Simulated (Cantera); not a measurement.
Input (Python, Cantera) and output of one run.

```python
import numpy as np
import cantera as ct

gas_names = """
    H H2 Hg
""".split()
cond_names = """
    Hg(cr) Hg(L)
""".split()


# ... load() reads the species with a 1 bar reference pressure and builds the phases ...
atoms = {
    'Hg': {'Hg': 1},
    'H2': {'H': 2},
}
top_T = {}  # K; cautious upper limits of use, not melting points


# ... equilibrate(T, P, feed) seeds the gas with the atoms and calls Mixture.equilibrate('TP', solver="vcs", rtol=1e-11, max_steps=5000) ...
results = []
feed = {'Hg': 1, 'H2': 31}  # mol
T = 925  # K
P = 4300  # Pa
mix = equilibrate(T, P, feed)
results.append((T, P, feed, dict(zip(mix.species_names, mix.species_moles))))
print(gas.report(threshold=1e-05))
for i in range(1, mix.n_phases):
    print(f"{mix.phase(i).name:16s} {mix.phase_moles(i):12.5e} mol")
```

Output:

```
       temperature   925 K
          pressure   4300 Pa
           density   0.0045967 kg/m^3
  mean mol. weight   8.2215 kg/kmol
   phase of matter   gas

                          1 kg             1 kmol
                     ---------------   ---------------
          enthalpy        2.4541e+06        2.0177e+07  J
   internal energy        1.5187e+06        1.2486e+07  J
           entropy             23388        1.9229e+05  J/K
    Gibbs function        -1.918e+07       -1.5769e+08  J
 heat capacity c_p            3619.5             29757  J/K
 heat capacity c_v            2608.1             21443  J/K

                      mass frac. Y      mole frac. X     chem. pot. / RT
                     ---------------   ---------------   ---------------
                H2           0.23755           0.96875           -20.493
                Hg           0.76245           0.03125           -20.812
     [   +1 minor]        1.5153e-10        1.2359e-09

Hg(L)             0.00000e+00 mol
```

Equilibrium computed with Cantera from the NASA thermochemical tables; the gas is ideal and each condensed phase is pure.
